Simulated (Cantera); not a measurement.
# N2O furnace oxynitridation

An isothermal, constant-pressure homogeneous reactor starts with N2O : H2O = 1 : 0.0071 (molar parts), at 1175 K and 21000 Pa.

Cantera simulation using GRI-Mech 3.0 (53 species, 325 reactions); the numbers are that mechanism's predictions, not measurements. GRI-Mech 3.0 was tuned for natural gas; its chemistry of N2O as a main component is partial and can be far from experiment. The mechanism lacks the step 2 NO + O2 → 2 NO2, which can matter for NO2 below about 1400 K. The temperature is held fixed by assumption; the heat of reaction is taken as removed at once.

```json
[
 {"t (s)": "0.000900", "x N2O": "0.993", "x H2O": "0.00705", "x NO": "6.65e-6", "x H2": "2.53e-11", "x NO2": "7.98e-10", "x N2": "6.82e-5", "x O": "1.25e-6"},
 {"t (s)": "0.00220", "x N2O": "0.993", "x H2O": "0.00705", "x NO": "1.66e-5", "x H2": "2.30e-10", "x NO2": "2.26e-8", "x N2": "0.000169", "x O": "1.25e-6"},
 {"t (s)": "0.00538", "x N2O": "0.992", "x H2O": "0.00705", "x NO": "4.04e-5", "x H2": "1.27e-9", "x NO2": "4.71e-7", "x N2": "0.000414", "x O": "1.25e-6"},
 {"t (s)": "0.0131", "x N2O": "0.991", "x H2O": "0.00704", "x NO": "9.49e-5", "x H2": "4.36e-9", "x NO2": "5.03e-6", "x N2": "0.00102", "x O": "1.24e-6"},
 {"t (s)": "0.0321", "x N2O": "0.989", "x H2O": "0.00704", "x NO": "0.000218", "x H2": "9.38e-9", "x NO2": "2.52e-5", "x N2": "0.00250", "x O": "1.24e-6"},
 {"t (s)": "0.0785", "x N2O": "0.983", "x H2O": "0.00703", "x NO": "0.000510", "x H2": "1.18e-8", "x NO2": "7.88e-5", "x N2": "0.00611", "x O": "1.22e-6"},
 {"t (s)": "0.192", "x N2O": "0.970", "x H2O": "0.00699", "x NO": "0.00123", "x H2": "8.28e-9", "x NO2": "0.000170", "x N2": "0.0148", "x O": "1.19e-6"},
 {"t (s)": "0.469", "x N2O": "0.938", "x H2O": "0.00692", "x NO": "0.00303", "x H2": "5.56e-9", "x NO2": "0.000251", "x N2": "0.0352", "x O": "1.16e-6"},
 {"t (s)": "1.15", "x N2O": "0.866", "x H2O": "0.00675", "x NO": "0.00717", "x H2": "4.73e-9", "x NO2": "0.000284", "x N2": "0.0812", "x O": "1.13e-6"},
 {"t (s)": "2.80", "x N2O": "0.719", "x H2O": "0.00640", "x NO": "0.0156", "x H2": "4.52e-9", "x NO2": "0.000274", "x N2": "0.175", "x O": "1.11e-6"},
 {"t (s)": "6.85", "x N2O": "0.475", "x H2O": "0.00583", "x NO": "0.0293", "x H2": "4.58e-9", "x NO2": "0.000232", "x N2": "0.331", "x O": "1.05e-6"},
 {"t (s)": "16.7", "x N2O": "0.201", "x H2O": "0.00518", "x NO": "0.0438", "x H2": "4.37e-9", "x NO2": "0.000185", "x N2": "0.507", "x O": "8.77e-7"},
 {"t (s)": "40.9", "x N2O": "0.0400", "x H2O": "0.00480", "x NO": "0.0502", "x H2": "2.38e-9", "x NO2": "0.000164", "x N2": "0.612", "x O": "4.22e-7"},
 {"t (s)": "100", "x N2O": "0.00243", "x H2O": "0.00472", "x NO": "0.0503", "x H2": "3.33e-10", "x NO2": "0.000284", "x N2": "0.637", "x O": "5.03e-8"}
]
```
x: mole fraction; the columns are a selection and need not sum to one.

Equilibrium at this temperature and pressure: N2O 5.58e-9, H2O 0.00471, NO 0.000187, H2 1.34e-10, NO2 2.05e-6, N2 0.663, O 1.85e-8 (gas phase only).
